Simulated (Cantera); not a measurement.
A closed system holds: 1 mol MgCO₃, 1.2 mol C, 0.088 mol O₂, at 1650 K and 0.00500 bar.

Equilibrium computed with Cantera from the NASA thermochemical tables; the gas is ideal and each condensed phase is pure. Candidate condensed phases: C, Mg, MgCO₃, MgO; 15 gas species. The numbers say what is thermodynamically allowed, not how fast it happens.

Base state: CO 0.989, Mg 0.0110, CO₂ 0.000190 (mole fractions); condensed: MgO(s).

Task: What changes in the equilibrium state with this change: C from 1.2 to 0.027 mol?

Result: 
| species | before | after |
|---|---|---|
| CO₂ | 0.000190 | 0.941 |
| O₂ | <1e-9 | 0.0570 |
| CO | 0.989 | 0.00210 |
| Mg | 0.0110 | 4.72e-9 |
| O | <1e-9 | 8.74e-5 |
| MgO(s), mol | 0.976 | 1.00 |
